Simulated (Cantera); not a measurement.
Input: 1 mol SiHCl3, 0.11 mol C2H4, 18 mol H2, 0.17 mol C2H2, equilibrated at 2425 K and 4.35 Torr.

These are equilibrium values from Cantera (NASA tables, ideal gas, pure condensed phases), not measurements of a reactor. Candidate condensed phases: C, C6H6, C7H8, C8H18, Si, SiC; 109 gas species. The tables' values for SiCl are old estimates; treat these amounts as uncertain. Gases not in the tables: Si2H6 and higher silanes. Equilibrium is a limit: real reactors are often held back by kinetics, nucleation or transport.

Base state: H2 0.644, H 0.189, HCl 0.100, Si 0.0299, Cl 0.0209, SiC2 0.00608, C2H2 (acetylene) 0.00494, SiCl2 0.00160 (mole fractions); condensed: gas only.

Question: What changes in the equilibrium state with this change: SiHCl3 replaced by CH3SiCl3?

Answer: 
| species | before | after |
|---|---|---|
| H2 | 0.644 | 0.650 |
| H | 0.189 | 0.189 |
| HCl | 0.100 | 0.0962 |
| Si | 0.0299 | 0.0286 |
| Cl | 0.0209 | 0.0200 |
| SiCl2 | 0.00160 | 0.00139 |
| SiCl | 0.00156 | 0.00142 |
| Si2 | 4.62e-5 | 4.25e-5 |
| Si2C | 0.00113 | 0.00105 |
| C(graphite), mol | 0 | 0.976 |
The feed counts by its element totals alone.

Question: What changes in the equilibrium state with this change: H2 from 18 to 4.5 mol?

Answer: 
```csv
species,before,after
H2,0.644,0.436
HCl,0.100,0.233
H,0.189,0.155
Cl,0.0209,0.0591
SiCl2,0.00160,0.0257
SiC2,0.00608,0.0125
Si,0.0299,0.0601
SiCl3,1.03e-6,4.68e-5
SiCl,0.00156,0.00884
Si2C,0.00113,0.00461
Si2,4.62e-5,0.000187
"C(graphite), mol",0,0.248
```
The tables' values for SiCl, SiCl3 are old estimates; treat these amounts as uncertain.
